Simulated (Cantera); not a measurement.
An isothermal, constant-pressure homogeneous reactor starts with N₂O : H₂O = 1 : 0.078 (molar parts), at 1425 K and 101000 Pa. Integrator tolerance rtol = 1e-08.

Model: GRI-Mech 3.0 (53 species, 325 reactions), integrated in Cantera. GRI-Mech 3.0 was tuned for natural gas; its chemistry of N2O as a main component is partial and can be far from experiment. The temperature is held fixed by assumption; the heat of reaction is taken as removed at once.

What does this change do: H2O 0.078 to 0.65 parts?


```
quantity                                           before                                    after
----------------  ---------------------------------------  ---------------------------------------
x(N₂O) at 60.0 s  1.69e-6 (gas-phase equilibrium 5.22e-8)  2.90e-7 (gas-phase equilibrium 3.28e-8)
x(H₂O) at 60.0 s    0.0494 (gas-phase equilibrium 0.0494)      0.302 (gas-phase equilibrium 0.302)
x(N₂) at 60.0 s       0.593 (gas-phase equilibrium 0.633)      0.443 (gas-phase equilibrium 0.465)
x(NO) at 60.0 s   0.0815 (gas-phase equilibrium 0.000920)  0.0445 (gas-phase equilibrium 0.000675)
x(HO₂) at 60.0 s  9.56e-8 (gas-phase equilibrium 1.06e-7)  1.93e-7 (gas-phase equilibrium 2.08e-7)
x(H) at 60.0 s    1.70e-9 (gas-phase equilibrium 1.64e-9)  4.50e-9 (gas-phase equilibrium 4.39e-9)
x(H₂) at 60.0 s   6.20e-8 (gas-phase equilibrium 5.79e-8)  4.35e-7 (gas-phase equilibrium 4.13e-7)
```

What does this change do: temperature 1425 to 1100 K?


```
quantity                                           before                                      after
----------------  ---------------------------------------  -----------------------------------------
x(N₂O) at 60.0 s  1.69e-6 (gas-phase equilibrium 5.22e-8)     0.0147 (gas-phase equilibrium 6.39e-9)
x(H₂O) at 60.0 s    0.0494 (gas-phase equilibrium 0.0494)      0.0498 (gas-phase equilibrium 0.0494)
x(N₂) at 60.0 s       0.593 (gas-phase equilibrium 0.633)        0.612 (gas-phase equilibrium 0.634)
x(NO) at 60.0 s   0.0815 (gas-phase equilibrium 0.000920)     0.0226 (gas-phase equilibrium 9.41e-5)
x(HO₂) at 60.0 s  9.56e-8 (gas-phase equilibrium 1.06e-7)    7.85e-9 (gas-phase equilibrium 3.83e-9)
x(H) at 60.0 s    1.70e-9 (gas-phase equilibrium 1.64e-9)    4.17e-12 (gas-phase equilibrium <1e-12)
x(H₂) at 60.0 s   6.20e-8 (gas-phase equilibrium 5.79e-8)  5.17e-10 (gas-phase equilibrium 1.16e-10)
```
The mechanism lacks the step 2 NO + O2 → 2 NO2, which can matter for NO2 below about 1400 K.
